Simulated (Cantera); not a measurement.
An isothermal, constant-pressure homogeneous reactor starts with CO : O2 : H2O : N2 = 0.0074 : 0.0087 : 0.00021 : 1 (molar parts), equivalence ratio 0.43, at 1023 K and 2.60 bar.

Cantera simulation using GRI-Mech 3.0 (53 species, 325 reactions); the numbers are that mechanism's predictions, not measurements.

Question: Predict: x(CO) at 10.0 s; x(O2) at 10.0 s; x(H2O) at 10.0 s; x(NO) at 10.0 s; x(H2) at 10.0 s; x(HO2) at 10.0 s.

Answer: 
- x(CO) at 10.0 s: 0.00426 (gas-phase equilibrium 8.49e-12)
- x(O2) at 10.0 s: 0.00706 (gas-phase equilibrium 0.00493)
- x(H2O) at 10.0 s: 0.000205 (gas-phase equilibrium 0.000207)
- x(NO) at 10.0 s: 1.86e-9 (gas-phase equilibrium 6.91e-6)
- x(H2) at 10.0 s: 1.75e-6 (gas-phase equilibrium <1e-12)
- x(HO2) at 10.0 s: 4.14e-7 (gas-phase equilibrium 4.63e-12)
